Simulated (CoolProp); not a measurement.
Vapour-liquid equilibrium of R22 (1) + R11 (2) at 272.6 K; x and y are mole fractions of (1).

The numbers come from the multi-fluid Helmholtz-energy mixture model, Kamei 1995 and Jacobsen 1992; pair parameters Bell 2016 in CoolProp.

| x | bubble pressure, mixture model (MPa) | bubble pressure, Raoult's law (MPa) | y, mixture model | y, Raoult's law |
|---|---|---|---|---|
| 0.05 | 0.07570 | 0.06175 | 0.499 | 0.396 |
| 0.15 | 0.1384 | 0.1067 | 0.745 | 0.687 |
| 0.25 | 0.1906 | 0.1517 | 0.829 | 0.806 |
| 0.35 | 0.2353 | 0.1967 | 0.873 | 0.870 |
| 0.45 | 0.2754 | 0.2417 | 0.902 | 0.911 |
| 0.55 | 0.3127 | 0.2867 | 0.924 | 0.938 |
| 0.65 | 0.3490 | 0.3317 | 0.943 | 0.959 |
| 0.75 | 0.3860 | 0.3767 | 0.959 | 0.974 |
| 0.85 | 0.4248 | 0.4217 | 0.975 | 0.986 |
| 0.95 | 0.4667 | 0.4666 | 0.992 | 0.996 |

The largest gap from Raoult's law is +29.7 % in bubble pressure, at x = 0.15. No azeotrope shows between x = 0.05 and 0.95.

Pair parameters are fitted to limited data, so mixtures are less certain than the pure fluids.
